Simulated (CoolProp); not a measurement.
200 sccm (0 °C, 1 atm) of nitrogen bubbles through liquid ethanol at 300.8 K and leaves saturated at a total pressure of 0.121 MPa (ideal gas phase). Each further row changes one setting.

Model: reference Helmholtz-energy equation of state, Schroeder 2014, in CoolProp.

```
case                      vapour pressure (kPa)  mole fraction of vapour  delivery (mg/min)  delivery (sccm)  change of delivery for a bath 1 K warmer (%)
------------------------  ---------------------  -----------------------  -----------------  ---------------  --------------------------------------------
as stated                                  9.18                   0.0758               33.7              ___                                           6.3
bath temperature 305.8 K                    ___                    0.100                ___             22.2                                           6.2
total pressure 0.242 MPa                   9.18                      ___               16.2             7.88                                           6.0
```

**Question.** Complete the blanks.

**Answer.** 
- as stated, delivery (sccm): 16.4
- bath temperature 305.8 K, vapour pressure (kPa): 12.1
- bath temperature 305.8 K, delivery (mg/min): 45.7
- total pressure 0.242 MPa, mole fraction of vapour: 0.0379
